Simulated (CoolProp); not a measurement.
Vapour-liquid equilibrium of p-xylene (1) + n-nonane (2) at 456 kPa; x and y are mole fractions of (1).

Computed with CoolProp (multi-fluid Helmholtz-energy mixture model, Zhou 2012 and Lemmon 2006; pair parameters Bell 2016).

```csv
x,bubble temperature (°C),y at the bubble point,dew temperature at overall composition x (°C),liquid density (mol/L)
0.05,217.5,0.062,217.7,4.288
0.15,215.9,0.180,216.3,4.456
0.25,214.5,0.292,215.0,4.634
0.35,213.1,0.398,213.7,4.823
0.45,211.8,0.500,212.4,5.024
0.55,210.5,0.598,211.1,5.238
0.65,209.3,0.694,209.9,5.468
0.75,208.1,0.785,208.6,5.714
0.85,206.9,0.874,207.2,5.978
0.95,205.7,0.959,205.9,6.262
```

No azeotrope shows between x = 0.05 and 0.95.

The pair parameters rest on a limited set of measurements; away from them the model extrapolates.
